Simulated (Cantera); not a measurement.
A perfectly stirred reactor is fed with 0.990 % H₂, 99.0 % O₂, at 10.00 Torr; it is held at 1450 K, and followed from long to short residence time.

Model: the H2/O2 subset of GRI-Mech 3.0, which has no nitrogen chemistry, integrated in Cantera. Radical loss at walls, strong at low pressure, is not modelled.

Q: Predict: x(H₂) at τ = 25.0 s; x(O₂) at τ = 25.0 s; x(H) at τ = 25.0 s; x(HO₂) at τ = 25.0 s; x(H₂O₂) at τ = 25.0 s; x(H₂) at τ = 72.0 ms; x(O₂) at τ = 72.0 ms; x(H) at τ = 72.0 ms; x(HO₂) at τ = 72.0 ms; x(H₂O₂) at τ = 72.0 ms.

A: 
- x(H₂) at τ = 25.0 s: 4.32e-6
- x(O₂) at τ = 25.0 s: 0.989
- x(H) at τ = 25.0 s: 5.00e-6
- x(HO₂) at τ = 25.0 s: 7.37e-8
- x(H₂O₂) at τ = 25.0 s: 2.12e-9
- x(H₂) at τ = 72.0 ms: 0.000108
- x(O₂) at τ = 72.0 ms: 0.982
- x(H) at τ = 72.0 ms: 0.000222
- x(HO₂) at τ = 72.0 ms: 3.29e-7
- x(H₂O₂) at τ = 72.0 ms: 7.97e-9
